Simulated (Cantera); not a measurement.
A closed system holds: 1 mol CH₃F, at 0.00150 bar.

Method: chemical equilibrium by Gibbs-energy minimisation in Cantera with the NASA 1993 tables (ideal gas, pure condensed phases). Candidate condensed phases: C, C₆H₆, C₇H₈, C₈H₁₈; 95 gas species. The numbers say what is thermodynamically allowed, not how fast it happens.

Problem. At 2598 K, list the 7 most abundant gas species with their mole fractions, and the condensed phases.

Solution. H 0.419, HF 0.391, H₂ 0.182, C₂H₂ (acetylene) 0.00293, F 0.00241, C₃ 0.00143, C₂H 0.000591. Condensed: C(graphite).
